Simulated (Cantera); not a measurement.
A Cantera script and its output.

```python
import numpy as np
import cantera as ct

gas = ct.Solution("gri30.yaml", transport_model="mixture-averaged")
show = ['OH', 'N2', 'CH3']

rows = []
print(f"{'T/K':>7s}{'rho':>11s}{'cp':>10s}{'mu':>11s}{'lambda':>11s}{'Pr':>7s}" + "".join(f"{'D_' + s:>11s}" for s in show))
for T in [400, 550, 700, 850, 1000, 1150, 1300, 1450]:
    gas.TPX = T, 75000, {'CO2': 0.66, 'C2H4': 0.9, 'C2H6': 0.64, 'CH3OH': 0.64}
    Pr = gas.cp_mass * gas.viscosity / gas.thermal_conductivity
    D = [gas.mix_diff_coeffs_mole[gas.species_index(s)] for s in show]
    rows.append([gas.density, gas.cp_mass, gas.viscosity, gas.thermal_conductivity, Pr, *D])
    print(f"{T:7g}{gas.density:11.4e}{gas.cp_mass:10.1f}{gas.viscosity:11.4e}"
          f"{gas.thermal_conductivity:11.4e}{Pr:7.3f}" + "".join(f"{d:11.4e}" for d in D))
print("SI units: kg/m3, J/kg/K, Pa s, W/m/K, m2/s")
```

It prints:

```
    T/K        rho        cp         mu     lambda     Pr       D_OH       D_N2      D_CH3
    400 7.4678e-01    1586.6 1.4559e-05 3.0652e-02  0.754 5.4571e-05 3.5685e-05 3.8597e-05
    550 5.4311e-01    1964.3 1.9427e-05 5.0128e-02  0.761 9.5830e-05 6.2989e-05 6.8909e-05
    700 4.2673e-01    2277.2 2.3807e-05 7.0530e-02  0.769 1.4544e-04 9.5886e-05 1.0562e-04
    850 3.5142e-01    2514.2 2.7799e-05 9.0774e-02  0.770 2.0262e-04 1.3384e-04 1.4808e-04
   1000 2.9871e-01    2726.7 3.1481e-05 1.1046e-01  0.777 2.6682e-04 1.7646e-04 1.9583e-04
   1150 2.5975e-01    2891.2 3.4913e-05 1.2942e-01  0.780 3.3761e-04 2.2347e-04 2.4852e-04
   1300 2.2978e-01    3027.8 3.8139e-05 1.4763e-01  0.782 4.1467e-04 2.7465e-04 3.0589e-04
   1450 2.0601e-01    3140.7 4.1195e-05 1.6509e-01  0.784 4.9772e-04 3.2980e-04 3.6772e-04
SI units: kg/m3, J/kg/K, Pa s, W/m/K, m2/s
```

Computed with Cantera and GRI-Mech 3.0 (53 species, 325 reactions). Polar gases are described roughly by these parameters. The composition is frozen, though it would react at the higher temperatures.
